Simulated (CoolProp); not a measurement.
Vapour-liquid equilibrium of acetone (1) + dimethyl carbonate (2) at 448.5 K; x and y are mole fractions of (1).

Values from CoolProp's multi-fluid Helmholtz-energy mixture model, Lemmon 2006 and Zhou 2011; pair parameters Bell 2016.

```
x      bubble pressure (kPa)  y at the bubble point  dew pressure at overall composition x (kPa)  liquid density (mol/L)
-----  ---------------------  ---------------------  -------------------------------------------  ----------------------
0.05                   902.3                  0.095                                        877.4                   9.355
0.125                  976.0                      ?                                        919.8                   9.404
0.2                     1047                  0.319                                        965.8                   9.454
0.275                   1117                  0.410                                         1016                   9.503
0.35                    1185                      ?                                         1070                   9.552
0.425                   1254                  0.566                                         1129                   9.599
0.5                     1323                  0.634                                         1193                   9.646
0.575                   1393                  0.698                                         1263                   9.690
0.65                    1465                      ?                                         1340                       ?
0.725                      ?                  0.815                                         1424                   9.770
0.8                     1614                      ?                                         1518                   9.803
0.875                   1692                  0.920                                            ?                   9.830
0.95                       ?                  0.969                                         1740                   9.849
```

**Question.** What belongs in the gaps?

**Answer.** 
- 0.125, y at the bubble point: 0.216
- 0.35, y at the bubble point: 0.491
- 0.65, y at the bubble point: 0.759
- 0.65, liquid density (mol/L): 9.732
- 0.725, bubble pressure (kPa): 1538
- 0.8, y at the bubble point: 0.869
- 0.875, dew pressure at overall composition x (kPa): 1622
- 0.95, bubble pressure (kPa): 1772

No azeotrope shows between x = 0.05 and 0.95.

The pair parameters rest on a limited set of measurements; away from them the model extrapolates.
